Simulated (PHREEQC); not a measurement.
A solution holds 0.057 mol/kgw H2SO4, 4.9e-05 mol/kgw Fe(NO3)3 and 0.034 mol/kgw H3BO3, at 25 °C. It is in equilibrium with CO2 at log p = -3.4 (atm). Otherwise closed; pH follows from the charge balance.

All values are PHREEQC results (ion-association model, phreeqc.dat), not measurements.

This is a speciation only: nothing precipitates in the calculation.

Problem. What pH, ionic strength, specific conductance does the model give?

Solution. pH 1.22; ionic strength 0.0865 mol/kgw; specific conductance 24600 µS/cm.

Problem. In which forms is Fe present?

Solution. FeSO4+ 66 %, FeHSO4+2 21 %, Fe(SO4)2- 8.3 %, Fe+3 4.4 % of the Fe.
